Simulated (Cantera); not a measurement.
Input: 1 mol Si3N4, 0.022 mol H2, held at 1498 K.

Cantera equilibrium calculation (NASA polynomials, part measured and part estimated; ideal gas, pure solids and liquids). Candidate condensed phases: Si, Si3N4; 18 gas species. Mutual solubility and eutectic melting of coexisting phases are not modelled. Rates play no part.

x: gas mole fraction; n: condensed amount in mol.

| P (Pa) | x H2 | x N2 | x H | x Si | x SiH4 | x Si2N | n Si(s) | n Si3N4(s) |
|---|---|---|---|---|---|---|---|---|
| 1 | 0.0106 | 0.988 | 0.000559 | 0.00100 | <1e-12 | ___ | 3.00 | 0 |
| 4.60 | 0.0107 | 0.989 | 0.000263 | 0.000218 | <1e-12 | ___ | 3.00 | 0 |
| 22 | 0.792 | 0.207 | 0.00103 | 4.56e-5 | 1.41e-10 | ___ | 0.00863 | 0.997 |
| 100 | 0.954 | 0.0456 | 0.000531 | 1.00e-5 | 9.31e-10 | ___ | 0.00158 | 0.999 |
| 460 | 0.990 | 0.00991 | 0.000252 | 2.18e-6 | 4.61e-9 | ___ | 0.000330 | 1.000 |
| 2200 | 0.998 | 0.00207 | 0.000116 | 4.56e-7 | 2.24e-8 | ___ | 0 | 1.000 |
| 10000 | 0.999 | 0.000456 | 5.43e-5 | 1.00e-7 | 1.02e-7 | ___ | 0 | 1.000 |
| 46000 | 1.000 | 9.91e-5 | 2.53e-5 | 2.18e-8 | 4.71e-7 | ___ | 0 | 1.000 |
| 220000 | 1.000 | 2.07e-5 | 1.16e-5 | 4.56e-9 | 2.25e-6 | ___ | 0 | 1.00 |
| 1000000 | 1.000 | 5.87e-6 | 5.43e-6 | 8.48e-10 | 8.65e-6 | ___ | 0 | 1.00 |

Q: Fill in the missing entries.

A: 
- 1, x Si2N: 6.12e-6
- 4.60, x Si2N: 2.86e-6
- 22, x Si2N: 5.98e-7
- 100, x Si2N: 1.32e-7
- 460, x Si2N: 2.86e-8
- 2200, x Si2N: 5.98e-9
- 10000, x Si2N: 1.32e-9
- 46000, x Si2N: 2.86e-10
- 220000, x Si2N: 5.98e-11
- 1000000, x Si2N: 1.07e-11
